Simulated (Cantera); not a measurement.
Hydrocarbon pyrolysis for carbon deposition

An isothermal, constant-pressure homogeneous reactor starts with 9.52 % C2H6, 90.5 % N2, at 1375 K and 0.908 atm.

Detailed kinetics in Cantera: GRI-Mech 3.0 (53 species, 325 reactions). GRI-Mech 3.0 stops at C3 and has no aromatics, soot or wall deposition, so with more carbon than oxygen in the feed, carbon stays in small species such as C2H2 where larger ones or solid carbon would form.

```json
[
 {"t (s)": "0.000200", "x C2H6": "0.0823", "x C2H2": "0.000133", "x C2H": "1.44e-10", "x CH3": "0.000362", "x CH4": "0.00198"},
 {"t (s)": "0.000619", "x C2H6": "0.0556", "x C2H2": "0.00147", "x C2H": "5.96e-10", "x CH3": "0.000300", "x CH4": "0.00669"},
 {"t (s)": "0.00192", "x C2H6": "0.0147", "x C2H2": "0.00945", "x C2H": "2.06e-9", "x CH3": "0.000150", "x CH4": "0.0160"},
 {"t (s)": "0.00593", "x C2H6": "0.000975", "x C2H2": "0.0254", "x C2H": "1.81e-9", "x CH3": "3.54e-5", "x CH4": "0.0197"},
 {"t (s)": "0.0184", "x C2H6": "0.000108", "x C2H2": "0.0375", "x C2H": "9.01e-10", "x CH3": "1.17e-5", "x CH4": "0.0200"},
 {"t (s)": "0.0568", "x C2H6": "4.95e-5", "x C2H2": "0.0500", "x C2H": "8.30e-10", "x CH3": "8.15e-6", "x CH4": "0.0200"},
 {"t (s)": "0.176", "x C2H6": "2.51e-5", "x C2H2": "0.0612", "x C2H": "7.73e-10", "x CH3": "6.29e-6", "x CH4": "0.0202"},
 {"t (s)": "0.545", "x C2H6": "1.84e-5", "x C2H2": "0.0638", "x C2H": "7.12e-10", "x CH3": "5.68e-6", "x CH4": "0.0206"},
 {"t (s)": "1.69", "x C2H6": "1.81e-5", "x C2H2": "0.0635", "x C2H": "6.83e-10", "x CH3": "5.80e-6", "x CH4": "0.0218"},
 {"t (s)": "5.22", "x C2H6": "1.77e-5", "x C2H2": "0.0626", "x C2H": "6.26e-10", "x CH3": "6.08e-6", "x CH4": "0.0246"},
 {"t (s)": "16.2", "x C2H6": "1.74e-5", "x C2H2": "0.0613", "x C2H": "5.58e-10", "x CH3": "6.48e-6", "x CH4": "0.0288"},
 {"t (s)": "50.0", "x C2H6": "1.74e-5", "x C2H2": "0.0605", "x C2H": "5.26e-10", "x CH3": "6.70e-6", "x CH4": "0.0312"}
]
```
x: mole fraction; the columns are a selection and need not sum to one.

Equilibrium at this temperature and pressure: C2H6 1.08e-5, C2H2 0.0317, C2H 2.64e-10, CH3 5.29e-6, CH4 0.0258 (gas phase only).
